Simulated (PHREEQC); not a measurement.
**Alkaline etch or developer**

Make-up at 60 °C: 0.026 mol NaOH, 0.0064 mol K2SiO3 and 0.00053 mol Na2CO3 per kg of water. Closed to the air; pH follows from the charge balance.

All values are PHREEQC results (ion-association model, wateq4f.dat), not measurements.

This is a speciation only: nothing precipitates in the calculation.

Task: Predict the pH.

Result: pH 11.44.

Task: In which forms is Na present?

Result: Na+ 99 %, NaCO3- 1.0 % of the Na.

Constants without temperature data keep their 25 °C values here.
